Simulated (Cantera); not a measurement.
# Transport properties of process gases

Gas mixture: 100 % C2H6, at 10.00 Torr, frozen composition.

Cantera's kinetic-theory transport with the Lennard-Jones parameters of GRI-Mech 3.0, ideal gas; thermal conductivity in the multicomponent form. The composition is frozen, though it would react at the higher temperatures.

```json
[
 {"T (K)": "400", "ρ (kg/m³)": "0.0121", "cp (J/kg/K)": "2167", "μ (µPa s)": "12.3", "λ (mW/m/K)": "35.5", "Pr": "0.752", "D (cm²/s) C2H2": "15.2", "D (cm²/s) CH3": "20.6", "D (cm²/s) H2O": "20.1"},
 {"T (K)": "600", "ρ (kg/m³)": "0.00803", "cp (J/kg/K)": "2972", "μ (µPa s)": "17.4", "λ (mW/m/K)": "68.8", "Pr": "0.753", "D (cm²/s) C2H2": "31.9", "D (cm²/s) CH3": "42.6", "D (cm²/s) H2O": "44.2"},
 {"T (K)": "800", "ρ (kg/m³)": "0.00603", "cp (J/kg/K)": "3591", "μ (µPa s)": "21.8", "λ (mW/m/K)": "104", "Pr": "0.753", "D (cm²/s) C2H2": "53.0", "D (cm²/s) CH3": "70.3", "D (cm²/s) H2O": "75.5"},
 {"T (K)": "1000", "ρ (kg/m³)": "0.00482", "cp (J/kg/K)": "4080", "μ (µPa s)": "25.7", "λ (mW/m/K)": "140", "Pr": "0.751", "D (cm²/s) C2H2": "78.1", "D (cm²/s) CH3": "103", "D (cm²/s) H2O": "113"},
 {"T (K)": "1200", "ρ (kg/m³)": "0.00402", "cp (J/kg/K)": "4449", "μ (µPa s)": "29.3", "λ (mW/m/K)": "174", "Pr": "0.750", "D (cm²/s) C2H2": "107", "D (cm²/s) CH3": "140", "D (cm²/s) H2O": "157"},
 {"T (K)": "1400", "ρ (kg/m³)": "0.00344", "cp (J/kg/K)": "4736", "μ (µPa s)": "32.6", "λ (mW/m/K)": "206", "Pr": "0.748", "D (cm²/s) C2H2": "139", "D (cm²/s) CH3": "182", "D (cm²/s) H2O": "205"}
]
```
D: mixture-averaged diffusion coefficient of that species in the mixture.
